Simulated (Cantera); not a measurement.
Silicon carbide growth: SiH₄ + C₂H₂ + H₂

Input: 1 mol SiH₄, 0.043 mol C₂H₂, 4.9 mol H₂, held at 0.100 bar.

Cantera equilibrium calculation (NASA polynomials, part measured and part estimated; ideal gas, pure solids and liquids). Candidate condensed phases: C, C₆H₆, C₇H₈, C₈H₁₈, Si, SiC; 87 gas species. Mutual solubility and eutectic melting of coexisting phases are not modelled. Gases not in the tables: Si₂H₆ and higher silanes. Rates play no part.

```json
[
 {"T (°C)": "1627", "log p H₂": "-1.00", "log p H": "-3.60", "log p Si": "-4.90", "log p SiH": "-5.46", "log p SiH₂": "-5.24", "n Si(l)": "0.912", "n SiC(s)": "0.0860"},
 {"T (°C)": "1677", "log p H₂": "-1.00", "log p H": "-3.44", "log p Si": "-4.62", "log p SiH": "-5.24", "log p SiH₂": "-5.10", "n Si(l)": "0.911", "n SiC(s)": "0.0859"},
 {"T (°C)": "1727", "log p H₂": "-1.00", "log p H": "-3.29", "log p Si": "-4.36", "log p SiH": "-5.03", "log p SiH₂": "-4.98", "n Si(l)": "0.909", "n SiC(s)": "0.0859"},
 {"T (°C)": "1777", "log p H₂": "-1.00", "log p H": "-3.15", "log p Si": "-4.11", "log p SiH": "-4.83", "log p SiH₂": "-4.86", "n Si(l)": "0.906", "n SiC(s)": "0.0857"},
 {"T (°C)": "1827", "log p H₂": "-1.01", "log p H": "-3.01", "log p Si": "-3.87", "log p SiH": "-4.64", "log p SiH₂": "-4.74", "n Si(l)": "0.901", "n SiC(s)": "0.0855"},
 {"T (°C)": "1877", "log p H₂": "-1.01", "log p H": "-2.88", "log p Si": "-3.65", "log p SiH": "-4.46", "log p SiH₂": "-4.64", "n Si(l)": "0.893", "n SiC(s)": "0.0850"},
 {"T (°C)": "1927", "log p H₂": "-1.01", "log p H": "-2.75", "log p Si": "-3.43", "log p SiH": "-4.29", "log p SiH₂": "-4.54", "n Si(l)": "0.880", "n SiC(s)": "0.0840"}
]
```
log p: log10 of the partial pressure in bar; n: condensed amount in mol.

From 1627 °C to 1927 °C the condensed part is Si(l) + SiC(s). The main Si-bearing gas is Si throughout. The share of Si in condensed phases is highest at 1627 °C (99.8 %) and lowest at 1927 °C (96.4 %).
